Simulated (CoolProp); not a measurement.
Ethane at 298.15 K and 11.1 MPa is throttled through a valve to 4.66 MPa with no heat exchange. Each further row changes one setting.

Computed with CoolProp (reference Helmholtz-energy equation of state, Bücker 2006).

| case | temperature change (K) | final phase | final density (kg/m³) |
|---|---|---|---|
| as stated | -5.3 | liquid | 356 |
| outlet pressure 1.4 MPa | -45.5 | two-phase, vapour fraction 0.373 | 62.3 |
| outlet pressure 6.06 MPa | -3.5 | liquid | 366 |
